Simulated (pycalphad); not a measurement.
CALPHAD calculation (pycalphad, COST 507 light-alloy database (1999)), 1 atm. The data set is of 1999 and partly superseded. Diffusion is slow at the low end, where real alloys seldom reach equilibrium.

Molar enthalpy of Hf-0.56C (at.%) in equilibrium (SER reference):

| T (K) | H (kJ/mol) | phases |
|---|---|---|
| 3300 | 139.36 | LIQUID |
| 3100 | 130.58 | LIQUID |
| 2900 | 121.80 | LIQUID |
| 2700 | 113.02 | LIQUID |
| 2600 | 108.63 | LIQUID |
| 2500 | 104.24 | LIQUID |
| 2400 | 73.26 | BCC_A2 + HCP_A3 |
| 2300 | 69.10 | BCC_A2 + HCP_A3 |
| 2100 | 59.79 | HCP_A3 + BCC_A2 |
| 1900 | 49.62 | HCP_A3 |
| 1700 | 42.11 | HCP_A3 |
| 1500 | 34.93 | HCP_A3 |
| 1300 | 28.08 | HCP_A3 |
| 1100 | 21.56 | HCP_A3 |
| 900 | 15.37 | HCP_A3 |
| 700 | 9.50 | HCP_A3 |
| 500 | 3.94 | HCP_A3 |

Cooling from 2500 K to 2400 K, across the freezing range, releases 31.0 kJ/mol, or 174 J/g. The slope is 44 J/(mol K) in the liquid and 42 J/(mol K) just below the solidus, where it includes any heat of precipitation. Liquidus 2496 K, solidus 2479 K. Changes were sought between steps of 100 K, so a narrower field can be missed.

BCC_A2 is bcc; HCP_A3 is hcp.
